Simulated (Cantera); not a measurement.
Feed: 1 mol CHF3, 1.3 mol HCl, 0.097 mol H2, 0.057 mol HF, held at 0.130 bar.

Equilibrium computed with Cantera from the NASA thermochemical tables; the gas is ideal and each condensed phase is pure. Candidate condensed phases: C, C6H6, C7H8, C8H18; 118 gas species. Gases not in the tables: C2F6 and larger saturated fluorocarbons. The numbers say what is thermodynamically allowed, not how fast it happens.

### Question
What share of the C ends up in condensed phases as a function of T (K), at 1975, 2075, 2175, 2275, 2375, 2475, 2575?

### Answer
```tsv
T (K)	C condensed (%)	as
1975	82.3	C(graphite)
2075	82.8	C(graphite)
2175	82.5	C(graphite)
2275	81.8	C(graphite)
2375	81.7	C(graphite)
2475	82.8	C(graphite)
2575	85.0	C(graphite)
```
